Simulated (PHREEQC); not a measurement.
**Reverse-osmosis permeate (model solution)**

Model water analysis in mg/kgw, 25 °C, pH 7.03, pe 11.6: Na 0.801; K 0.0692; Ca 1.27; Mg 0.0767; Cl 2.69; S(6) as SO4 0.284; Alkalinity as HCO3 1.58; Li 0.000196; F 0.000496.

Valence states are taken as typed.

Equilibrium calculation in PHREEQC: ion-association model, phreeqc.dat.

Precipitation was switched off in this run.

Predict the charge-balance error.

charge-balance error -0.7 %.

In which forms is C present?

HCO3- 83 %, CO2 17 % of the C.

Species that the database lacks are ignored.
